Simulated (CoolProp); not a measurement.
Saturated liquid density (kg/m³) of oxygen: the reference equation beside estimates from Tc = 154.6 K, pc = 50.46 bar, ω = 0.022. Rackett uses Z = 0.29056 − 0.08775 ω.

The numbers come from the reference Helmholtz-energy equation of state, Schmidt 1985 in CoolProp.

```tsv
T (K)	reference	Rackett	van der Waals	Redlich-Kwong
106.5	1055	1060	[?]	1052
111.4	1027	1032	703.9	1016
116.4	996.9	[?]	682.2	977.3
121.3	965.2	970.1	659.2	936.1
126.3	930.4	935.4	[?]	890.4
131.2	893.0	898.3	606.6	841.3
136.2	850.2	856.1	575.5	785.4
141.1	801.6	808.5	540.5	722.9
146.1	740.1	748.8	497.3	646.8
151	654.1	665.4	439.8	547.6
```

Task: What belongs in the gaps?

Result: 
- 106.5, van der Waals: 723.9
- 116.4, Rackett: 1002
- 126.3, van der Waals: 633.9

Absolute difference from the reference over all 10 rows, mean and median: Rackett 0.8 and 0.6 %, van der Waals 32.1 and 32.0 %, Redlich-Kwong 6.3 and 5.0 %.
